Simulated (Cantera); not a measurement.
## Thermodynamics of chlorosilane synthesis and conversion, feed SiCl4 + H2 + Cl2

Input: 1 mol SiCl4, 1.4 mol H2, a varied amount of Cl2, equilibrated at 623 K and 8.30 bar.

Equilibrium computed with Cantera from the NASA thermochemical tables; the gas is ideal and each condensed phase is pure. Candidate condensed phases: Si; 19 gas species. Rates play no part.

From 0.5 mol Cl2 to 2.3 mol Cl2 nothing is condensed. The main Si-bearing gas is SiCl4 throughout.

```csv
n(Cl2) (mol),log p HCl,log p SiCl4,log p H2,log p Cl2,log p SiHCl3,log p Cl
0.5,0.46,0.46,0.41,<-11,-3.92,<-11
0.68,0.56,0.43,0.29,<-11,-4.18,<-11
0.86,0.64,0.41,0.14,<-11,-4.43,<-11
1,0.69,0.39,-0.01,<-11,-4.65,<-11
1.2,0.74,0.36,-0.34,<-11,-5.05,<-11
1.4,0.79,0.34,-7.44,-7.44,<-11,-11.04
1.6,0.76,0.32,<-11,-0.38,<-11,-7.51
1.8,0.74,0.30,<-11,-0.10,<-11,-7.37
1.9,0.73,0.29,<-11,-0.02,<-11,-7.32
2.1,0.71,0.27,<-11,0.11,<-11,-7.26
2.3,0.69,0.25,<-11,0.20,<-11,-7.21
```
log p: log10 of the partial pressure in bar; nothing condenses.
